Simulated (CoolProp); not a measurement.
Properties of c-C4F8 (RC318) at several states.

Model: reference Helmholtz-energy equation of state, Platzer 1990, in CoolProp. This equation is an older, rougher fit.

| T (°C) | p (MPa) | phase | Z | cp (kJ/(kg K)) | speed of sound (m/s) | isothermal compressibility (1/MPa) |
|---|---|---|---|---|---|---|
| 168.15 | 0.171 | gas | 0.9870 | 0.9793 | 136.8 | 5.925 |
| 55.35 | 0.0203 | gas | 0.9958 | 0.8299 | 119.4 | 49.47 |
| 144.25 | 0.434 | gas | 0.9589 | 0.9613 | 129.8 | 2.406 |
| 26.55 | 0.0402 | gas | 0.9886 | 0.7877 | 113.5 | 25.17 |
